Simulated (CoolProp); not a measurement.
Carbonyl sulfide at 524.16 K and 21.7 MPa is throttled through a valve to 4.33 MPa with no heat exchange. Each further row changes one setting.

Model: reference Helmholtz-energy equation of state, Lemmon 2006, in CoolProp. It is a short technical equation, of lower accuracy than the large ones.

```
case                      temperature change (K)  final density (kg/m³)
------------------------  ----------------------  ---------------------
as stated                             (withheld)             (withheld)
outlet pressure 1.3 MPa                   -125.1             (withheld)
outlet pressure 5.63 MPa              (withheld)             (withheld)
```

**Question.** What belongs in the gaps?

**Answer.** 
- as stated, temperature change (K): -95.1
- as stated, final density (kg/m³): 88.0
- outlet pressure 1.3 MPa, final density (kg/m³): 25.1
- outlet pressure 5.63 MPa, temperature change (K): -83.4
- outlet pressure 5.63 MPa, final density (kg/m³): 116
